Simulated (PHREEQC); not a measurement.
Consider water at 25 °C with 1.1 mmol/kgw HF, 0.22 mmol/kgw H2SiF6, 91 mmol/kgw H3PO4 and 0.036 mmol/kgw HNO3. Closed to the air; pH follows from the charge balance.

The numbers come from PHREEQC with the ion-association model, wateq4f.dat.

Task: The ionic strength comes out as 0.0245 mol/kgw. What activity coefficients do NO3-, H+, H2PO4-, F-, SiF6-2 get?

Result: NO3- 0.85, H+ 0.88, H2PO4- 0.87, F- 0.86, SiF6-2 0.56.

This is a speciation only: nothing precipitates in the calculation. The solution is supersaturated, for example in Quartz (slow to form), so a real one may precipitate; this is no full list. H3PO4, which wateq4f.dat lacks, is added to it with the constant of phreeqc.dat. SiF6-2 is the database's only silicon fluoride.
